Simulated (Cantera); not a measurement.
Charge: 1 mol SiCl₄, 0.67 mol O₃, at 1975 K and 0.0133 bar.

Method: chemical equilibrium by Gibbs-energy minimisation in Cantera with the NASA 1993 tables (ideal gas, pure condensed phases). The tables' values for SiO₂, SiCl₃ are old estimates; treat these amounts as uncertain. The tables hold silica as quartz up to 1696 K and as liquid above; real silica turns to tridymite and cristobalite and melts near 1996 K. Rates play no part.

| species | before | after |
|---|---|---|
| Cl | 0.970 | 0.804 |
| Cl₂ | 0.0280 | 0.192 |
| O₂ | 0.00132 | 0.00243 |
| SiCl₄ | 4.11e-5 | 0.00105 |
| SiO | 0.000206 | 4.81e-6 |
| SiO₂ | 1.24e-5 | 1.24e-6 |
| ClO | 6.27e-5 | 0.000223 |
| SiCl₃ | 1.08e-5 | 3.35e-5 |
| O | 0.000174 | 7.44e-5 |
| SiO₂(condensed), mol | 0.999 | 0.996 |
Gas species are given as mole fractions.

Task: What was changed between the two runs?
(A) O₃ from 0.67 to 2.6 mol
(B) pressure from 0.0133 bar to 0.133 bar
(C) O₃ from 0.67 to 0.88 mol
(D) temperature from 1975 K to 1550 K

Result: B, pressure from 0.0133 bar to 0.133 bar. The tables' values for SiCl₃ are old estimates; treat these amounts as uncertain
